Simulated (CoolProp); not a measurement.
Model: reference Helmholtz-energy equation of state, Lemmon 2022, in CoolProp.

Q: For R1234yf, give the phase and the Z, speed of sound (m/s), Joule-Thomson coefficient (K/MPa), viscosity (µPa s) at 410 K and 30.5 MPa.

A: 
- 410 K and 30.5 MPa: supercritical; Z 1.04, speed of sound 457, Joule-Thomson coefficient -0.0619, viscosity 114

Viscosity comes from a separate model (Bell 2016), an estimate that may be off by 10 % or more.
